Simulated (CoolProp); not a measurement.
Vapour-liquid equilibrium of R22 (1) + n-pentane (2) at 67.15 °C; x and y are mole fractions of (1).

Model: multi-fluid Helmholtz-energy mixture model, Kamei 1995 and Thol 2019; pair parameters Bell 2016, in CoolProp.

```
x     bubble pressure, mixture model (bar)  bubble pressure, Raoult's law (bar)  y, mixture model  y, Raoult's law
----  ------------------------------------  -----------------------------------  ----------------  ---------------
0.05                                 4.376                                3.906             0.398            0.362
0.2                                  9.226                                7.751             0.722            0.729
0.35                                 13.29                                11.60             0.816            0.853
0.5                                  16.67                                15.44             0.864            0.915
0.65                                 19.75                                19.29             0.900            0.952
0.8                                  22.97                                23.13             0.936            0.977
0.95                                 26.79                                26.98             0.981            0.995
```

The largest gap from Raoult's law is +19.0 % in bubble pressure, at x = 0.2. No azeotrope shows between x = 0.05 and 0.95.

The pair parameters rest on a limited set of measurements; away from them the model extrapolates. The gap from Raoult's law changes sign with composition, which may be real or a fault of the pair parameters; it wasn't checked against measurements.
